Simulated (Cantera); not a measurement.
## NO annealing gas

A perfectly stirred reactor is fed with 89.3 % NO, 10.7 % N₂, at 300 Torr; it is held at 1875 K, and followed from long to short residence time.

Computed with Cantera and GRI-Mech 3.0 (53 species, 325 reactions).

| τ (s) | x NO | x O | x N₂ | x O₂ | x NO₂ | x N₂O |
|---|---|---|---|---|---|---|
| 8.1 | 0.317 | 0.000208 | 0.395 | 0.287 | 0.000506 | 3.76e-5 |
| 3.1 | 0.487 | 0.000177 | 0.310 | 0.203 | 0.000653 | 9.02e-5 |
| 1.2 | 0.652 | 0.000140 | 0.227 | 0.120 | 0.000679 | 0.000167 |
| 0.45 | 0.777 | 0.000103 | 0.165 | 0.0572 | 0.000578 | 0.000242 |
| 0.17 | 0.844 | 7.60e-5 | 0.131 | 0.0239 | 0.000444 | 0.000290 |
| 0.066 | 0.873 | 6.00e-5 | 0.117 | 0.00944 | 0.000348 | 0.000307 |
| 0.025 | 0.885 | 5.09e-5 | 0.111 | 0.00344 | 0.000290 | 0.000301 |
| 0.0097 | 0.890 | 4.48e-5 | 0.108 | 0.00118 | 0.000249 | 0.000269 |
| 0.0037 | 0.892 | 3.78e-5 | 0.108 | 0.000333 | 0.000201 | 0.000205 |
| 0.0014 | 0.892 | 2.76e-5 | 0.107 | 6.52e-5 | 0.000131 | 0.000125 |
| 0.00054 | 0.893 | 1.69e-5 | 0.107 | 8.56e-6 | 6.07e-5 | 6.22e-5 |
x: mole fraction; the columns are a selection and need not sum to one.
